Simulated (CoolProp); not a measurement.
Vapour-liquid equilibrium of propylene (1) + R142b (2) at 293.1 K; x and y are mole fractions of (1).

Model: multi-fluid Helmholtz-energy mixture model, Lemmon 2013 and Lemmon 2006; pair parameters Bell 2016, in CoolProp.

```tsv
x	bubble pressure, mixture model (MPa)	bubble pressure, Raoult's law (MPa)	y, mixture model	y, Raoult's law
0.05	0.3288	0.3247	0.156	0.156
0.2	0.4510	0.4338	0.462	0.468
0.35	0.5690	0.5429	0.637	0.655
0.5	0.6793	0.6520	0.752	0.779
0.65	0.7826	0.7611	0.838	0.867
0.8	0.8820	0.8702	0.909	0.934
0.95	0.9817	0.9793	0.977	0.985
```

The largest gap from Raoult's law is +4.8 % in bubble pressure, at x = 0.35. No azeotrope shows between x = 0.05 and 0.95.

The pair parameters rest on a limited set of measurements; away from them the model extrapolates.
